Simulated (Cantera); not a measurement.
Mixture: H₂ : O₂ : N₂ : H₂O = 1 : 0.51 : 1.92 : 0.39 (molar parts), equivalence ratio 0.98, at 37.0 bar, adiabatic and at constant volume. Ignition delay is the time to a rise of 400 K.

Computed with Cantera and GRI-Mech 3.0 (53 species, 325 reactions). The hydrogen kinetics of GRI-Mech 3.0 are dated; newer H2 mechanisms differ, most at raised pressure. The pressure lies above the range GRI-Mech 3.0 was tuned for (to about 10 atm).

Task: Predict: delay at 1200 K; delay at 1275 K; delay at 1350 K; delay at 1425 K; delay at 1500 K; delay at 1575 K; delay at 1650 K; apparent activation energy between 1500 and 1650 K.

Result: 
| Quantity | Result |
|---|---|
| delay at 1200 K | 0.130 ms |
| delay at 1275 K | 45.6 µs |
| delay at 1350 K | 17.2 µs |
| delay at 1425 K | 6.70 µs |
| delay at 1500 K | 2.64 µs |
| delay at 1575 K | 1.09 µs |
| delay at 1650 K | 0.535 µs |
| apparent activation energy between 1500 and 1650 K | 220 kJ/mol |
